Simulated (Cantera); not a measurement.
Charge: 1 mol Si3N4, 0.075 mol CO2, 250 mol N2, 0.12 mol N2O, held at 1073.15 K and 1.33 mbar.

These are equilibrium values from Cantera (NASA tables, ideal gas, pure condensed phases), not measurements of a reactor. Candidate condensed phases: C, Si, SiC, SiO2, Si2N2O, Si3N4; 34 gas species. Mutual solubility and eutectic melting of coexisting phases are not modelled. Rates play no part.

Problem. What is the equilibrium state?

Solution. 
| Item | Value |
|---|---|
| x(N2) | 1.00 |
| n(C(graphite)) | 0.0749 mol |
| n(Si2N2O(s)) | 0.270 mol |
| n(Si3N4(s)) | 0.820 mol |
| gas amount | 250.2 mol |
| log10 activity of Si(s) (absent) | -4.39 |
